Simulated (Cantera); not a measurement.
A perfectly stirred reactor is fed with CH₄ : C₂H₆ : C₃H₈ : O₂ : N₂ : CO₂ = 1 : 0.035 : 0.072 : 3.31 : 12.4 : 3.1 (molar parts), equivalence ratio 0.75, at 100000 Pa; it is adiabatic with a 700 K inlet, and is followed from long to short residence time, starting on the burning branch (τ in s: 0.029, 0.015, 0.0076, 0.0039, 0.002, 0.001, 0.00053, 0.00027, 0.00014, 7.2e-05, 3.7e-05, 1.9e-05, 9.7e-06).

Cantera simulation using GRI-Mech 3.0 (53 species, 325 reactions); the numbers are that mechanism's predictions, not measurements.

### Question
Predict: blow-out, bracketed by the residence times tried; x(CH₄) at τ = 29.0 ms; x(C₂H₆) at τ = 29.0 ms; x(C₃H₈) at τ = 29.0 ms; x(NO) at τ = 29.0 ms; x(N₂O) at τ = 29.0 ms; x(CH₄) at τ = 0.530 ms; x(C₂H₆) at τ = 0.530 ms; x(C₃H₈) at τ = 0.530 ms; x(NO) at τ = 0.530 ms; x(N₂O) at τ = 0.530 ms.

### Answer
| Item | Value |
|---|---|
| blow-out, bracketed by the residence times tried | burning at 0.140 ms, out at 72.0 µs |
| x(CH₄) at τ = 29.0 ms | 1.33e-5 |
| x(C₂H₆) at τ = 29.0 ms | 1.04e-7 |
| x(C₃H₈) at τ = 29.0 ms | 2.06e-7 |
| x(NO) at τ = 29.0 ms | 3.69e-5 |
| x(N₂O) at τ = 29.0 ms | 3.33e-7 |
| x(CH₄) at τ = 0.530 ms | 0.000284 |
| x(C₂H₆) at τ = 0.530 ms | 2.53e-6 |
| x(C₃H₈) at τ = 0.530 ms | 4.65e-6 |
| x(NO) at τ = 0.530 ms | 8.74e-6 |
| x(N₂O) at τ = 0.530 ms | 2.22e-7 |
